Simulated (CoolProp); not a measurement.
Toluene along the isotherm 225.05 °C: Z from the reference equation and from simpler models built on Tc = 318.6 °C, pc = 41.26 bar, ω = 0.266; each cubic takes its own stable root.

Computed with CoolProp (reference Helmholtz-energy equation of state, Lemmon 2006). It is a short technical equation, of lower accuracy than the large ones.

| p (bar) | phase | reference |
|---|---|---|
| 0.326 | gas | 0.9949 |
| 0.527 | gas | 0.9917 |
| 0.851 | gas | 0.9865 |
| 1.38 | gas | 0.9779 |
| 2.22 | gas | 0.9641 |
| 3.59 | gas | 0.9408 |
| 5.8 | gas | 0.9009 |
| 9.37 | gas | 0.8283 |
| 15.1 | liquid | 0.05227 |
| 24.5 | liquid | 0.08424 |
| 39.5 | liquid | 0.1345 |
| 63.9 | liquid | 0.2146 |
| 103 | liquid | 0.3396 |

**Question.** How far does each simpler model (van der Waals, Redlich-Kwong) lie from the reference over these 13 states: mean and median of the absolute difference, and the worst?

**Answer.** 
- van der Waals: mean 130.5 %, median 3.6 %, worst +1432.0 % at 225.05 °C and 15.1 bar
- Redlich-Kwong: mean 7.9 %, median 1.8 %, worst +22.4 % at 225.05 °C and 15.1 bar

At some of these states van der Waals gives the other phase, because its saturation line lies elsewhere.
